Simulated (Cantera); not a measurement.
Input: 1 mol TiO₂, 0.9 mol CO, held at 0.280 bar.

Cantera equilibrium calculation (NASA polynomials, part measured and part estimated; ideal gas, pure solids and liquids). Candidate condensed phases: C, Ti, TiC, TiO, TiO₂, Ti₂O₃, Ti₃O₅, Ti₄O₇; 15 gas species. Mutual solubility and eutectic melting of coexisting phases are not modelled. Condensed phases not in the tables: Magnéli phases beyond Ti₄O₇. Kinetics and transport are ignored.

log p: log10 of the partial pressure in bar; n: condensed amount in mol.

```tsv
T (°C)	log p CO	log p CO₂	n C(graphite)	n TiO₂(rutile)	n Ti₄O₇(s)
577	-1.03	-0.73	0.360	1.00	0
627	-0.82	-0.89	0.283	1.00	0
677	-0.68	-1.14	0.185	1.00	0
727	-0.61	-1.47	0.0981	1.00	0
777	-0.58	-1.82	0.0458	1.00	0
827	-0.56	-2.18	0.0207	1.00	0
877	-0.56	-2.52	0.00962	1.00	0
927	-0.56	[?]	[?]	1.00	0
977	-0.55	-3.12	0.00241	1.00	0
1027	-0.55	[?]	0	0.994	[?]
1077	-0.55	-3.17	0	0.991	0.00217
```

Question: What belongs in the gaps?

Answer: 
- 927, log p CO₂: -2.83
- 927, n C(graphite): 0.00469
- 1027, log p CO₂: -3.32
- 1027, n Ti₄O₇(s): 0.00153
